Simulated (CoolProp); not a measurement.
Vapour-liquid equilibrium of R134a (1) + isobutane (2) at 29.95 °C; x and y are mole fractions of (1).

Model: multi-fluid Helmholtz-energy mixture model, Tillner-Roth 1994 and Bücker 2006; pair parameters Bell 2016, in CoolProp.

```tsv
x	bubble pressure, mixture model (bar)	bubble pressure, Raoult's law (bar)	y, mixture model	y, Raoult's law
0.05	5.099	4.224	0.221	0.091
0.15	6.575	4.589	0.424	0.251
0.25	7.469	4.954	0.519	0.388
0.35	8.013	5.319	0.576	0.506
0.45	8.353	5.684	0.617	0.609
0.55	8.569	6.049	0.653	0.699
0.65	8.696	6.414	0.690	0.779
0.75	8.720	6.779	0.736	0.851
0.85	8.580	7.143	0.802	0.915
0.95	8.123	7.508	0.912	0.973
```

The largest gap from Raoult's law is +50.8 % in bubble pressure, at x = 0.25. y crosses x between x = 0.65 and 0.75: the model has an azeotrope there.

Pair parameters are fitted to limited data, so mixtures are less certain than the pure fluids. With so large a gap from Raoult's law the liquid may split in two, which this calculation doesn't test in full.
